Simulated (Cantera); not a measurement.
A closed system holds: 1 mol Na2SO4, 0.12 mol CO2, equilibrated at 40000 Pa.

Equilibrium computed with Cantera from the NASA thermochemical tables; the gas is ideal and each condensed phase is pure. Candidate condensed phases: C, Na, NaO2, Na2CO3, Na2O, Na2O2, Na2S, Na2SO4, S; 27 gas species. Kinetics and transport are ignored.

**Question.** At 1573 K, list the 4 most abundant gas species with their mole fractions, and the condensed phases.

**Answer.** CO2 0.997, CO 0.000798, O2 0.000753, Na 0.000708. Condensed: Na2SO4(l).
